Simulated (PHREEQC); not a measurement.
A solution holds 0.0086 mol NaHSO4, 0.013 mol K2SO4 and 0.00014 mol H2SiF6 per kg of water, at 25 °C. Closed to the air; pH follows from the charge balance.

Equilibrium calculation in PHREEQC: ion-association model, wateq4f.dat.

This is a speciation only: nothing precipitates in the calculation.

Q: Estimate the pH.

A: pH 2.37.

Q: In which forms is S present?

A: SO4-2 76 %, HSO4- 17 %, KSO4- 5.8 %, NaSO4- 1.4 % of the S.

Examples of supersaturated solids here: Quartz (slow to form). Others may be too. Species that the database lacks are ignored. SiF6-2 is the database's only silicon fluoride.
